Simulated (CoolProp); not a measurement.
Vapour pressure (MPa) of toluene: the reference equation beside estimates from Tc = 591.7 K, pc = 4.126 MPa, ω = 0.266.

Model: reference Helmholtz-energy equation of state, Lemmon 2006, in CoolProp. It is a short technical equation, of lower accuracy than the large ones.

```json
[
 {"T (K)": "469.9", "reference": "0.7078", "van der Waals": "1.528", "Soave-Redlich-Kwong": "0.7179", "Peng-Robinson": "0.7090"},
 {"T (K)": "485.9", "reference": "0.9348", "van der Waals": "1.783", "Soave-Redlich-Kwong": "0.9512", "Peng-Robinson": "0.9386"},
 {"T (K)": "502", "reference": "1.214", "van der Waals": "2.064", "Soave-Redlich-Kwong": "1.238", "Peng-Robinson": "1.222"},
 {"T (K)": "518.1", "reference": "1.552", "van der Waals": "2.371", "Soave-Redlich-Kwong": "1.585", "Peng-Robinson": "1.565"},
 {"T (K)": "534.2", "reference": "1.957", "van der Waals": "2.705", "Soave-Redlich-Kwong": "1.998", "Peng-Robinson": "1.976"},
 {"T (K)": "550.2", "reference": "2.434", "van der Waals": "3.064", "Soave-Redlich-Kwong": "2.481", "Peng-Robinson": "2.459"},
 {"T (K)": "566.3", "reference": "3.003", "van der Waals": "3.453", "Soave-Redlich-Kwong": "3.048", "Peng-Robinson": "3.029"},
 {"T (K)": "582.4", "reference": "3.677", "van der Waals": "3.871", "Soave-Redlich-Kwong": "3.702", "Peng-Robinson": "3.694"}
]
```

Absolute difference from the reference over all 8 rows, mean and median: van der Waals 51.7 and 45.5 %, Soave-Redlich-Kwong 1.7 and 1.8 %, Peng-Robinson 0.7 and 0.7 %.
